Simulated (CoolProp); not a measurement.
Vapour-liquid equilibrium of R125 (1) + R236FA (2) at 289.9 K; x and y are mole fractions of (1).

The numbers come from the multi-fluid Helmholtz-energy mixture model, Lemmon 2005 and Pan 2012; pair parameters Bell 2016 in CoolProp.

```csv
x,bubble pressure (kPa),y at the bubble point,dew pressure at overall composition x (kPa),liquid density (mol/L)
0.05,244.9,0.193,213.7,9.196
0.2,367.4,0.525,246.6,9.403
0.35,493.0,0.697,291.0,9.608
0.5,622.5,0.805,354.4,9.805
0.65,757.0,0.880,451.4,9.989
0.8,898.3,0.938,615.6,10.15
0.95,1049,0.986,933.1,10.27
```

No azeotrope shows between x = 0.05 and 0.95.

The pair parameters rest on a limited set of measurements; away from them the model extrapolates.
